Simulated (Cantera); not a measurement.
An isothermal, constant-pressure homogeneous reactor starts with CH4 : CO2 : H2 = 1 : 0.45 : 0.23 (molar parts), at 1400 K and 225 Torr. Integrator tolerance rtol = 1e-08.

Cantera simulation using GRI-Mech 3.0 (53 species, 325 reactions); the numbers are that mechanism's predictions, not measurements. GRI-Mech 3.0 stops at C3 and has no aromatics, soot or wall deposition, so with more carbon than oxygen in the feed, carbon stays in small species such as C2H2 where larger ones or solid carbon would form.

```csv
quantity,before,after
x(CH4) at 200 s,0.0865 (gas-phase equilibrium 0.0752),0.268 (gas-phase equilibrium 0.197)
x(CO2) at 200 s,0.0149 (gas-phase equilibrium 2.59e-7),0.0224 (gas-phase equilibrium 2.21e-5)
x(H2) at 200 s,0.490 (gas-phase equilibrium 0.556),0.338 (gas-phase equilibrium 0.450)
x(H2O) at 200 s,0.0644 (gas-phase equilibrium 1.01e-6),0.0565 (gas-phase equilibrium 6.26e-5)
x(H) at 200 s,6.18e-6 (gas-phase equilibrium 6.67e-6),1.27e-6 (gas-phase equilibrium 1.47e-6)
x(CH2O) at 200 s,3.33e-8 (gas-phase equilibrium 2.35e-8),2.72e-7 (gas-phase equilibrium 3.52e-7)
```

Problem. Which change was made?
A) CH4 1 to 9.4 parts
B) pressure from 225 Torr to 3750 Torr
C) CO2 0.45 to 0.7 parts
D) temperature 1400 to 2200 K

Solution. B, pressure from 225 Torr to 3750 Torr
